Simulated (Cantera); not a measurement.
Mixture: CH4 : O2 : N2 = 1 : 2.78 : 10.4 (molar parts), equivalence ratio 0.72, at 660000 Pa, adiabatic and at constant volume. Ignition delay is the time to a rise of 400 K.

Detailed kinetics in Cantera: GRI-Mech 3.0 (53 species, 325 reactions).

Problem. Predict: delay at 1200 K; delay at 1350 K; delay at 1500 K; delay at 1650 K; delay at 1800 K; apparent activation energy between 1725 and 1875 K.

Solution. 
```json
{
  "delay at 1200 K": "6.07 ms",
  "delay at 1350 K": "1.02 ms",
  "delay at 1500 K": "0.220 ms",
  "delay at 1650 K": "59.1 µs",
  "delay at 1800 K": "19.9 µs",
  "apparent activation energy between 1725 and 1875 K": "180 kJ/mol"
}
```
